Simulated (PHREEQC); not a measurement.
Make-up at 45 °C: 0.39 mol Na2SO4, 0.0016 mol Na2B4O7 and 0.45 mol MgCl2 per kg of water. Closed to the air; pH follows from the charge balance.

Equilibrium calculation in PHREEQC: Pitzer model, pitzer.dat.

```tsv
quantity	before	after
pH	8.28	8.75
HSO4- (mol/kgw)	1.83e-8	1.38e-8
SI of Thenardite (Na2SO4)	-2.04	-1.88
SI of Mirabilite (Na2SO4:10H2O)	-2.10	-1.86
```

Question: Which change was made?
A. temperature from 45 to 75 °C
B. MgCl2 from 0.45 to 0.405 mol/kgw
C. MgCl2 from 0.45 to 0.09 mol/kgw
D. MgCl2 left out
E. Na2B4O7 left out

Answer: C, MgCl2 from 0.45 to 0.09 mol/kgw

No solid was allowed to form. In brines, pH and single-ion activities rest on the MacInnes convention. Constants without temperature data keep their 25 °C values here.
